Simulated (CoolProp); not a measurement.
Ethylene at 293.15 K and 0.314 MPa is throttled through a valve to 0.151 MPa with no heat exchange. Each further row changes one setting.

Model: reference Helmholtz-energy equation of state, Smukala 2000, in CoolProp.

```csv
case,temperature change (K),final density (kg/m³)
as stated,…,1.76
outlet pressure 0.0453 MPa,…,0.528
outlet pressure 0.196 MPa,…,2.29
```

Question: Complete the blanks.

Answer: 
- as stated, temperature change (K): -1.8
- outlet pressure 0.0453 MPa, temperature change (K): -2.9
- outlet pressure 0.196 MPa, temperature change (K): -1.3
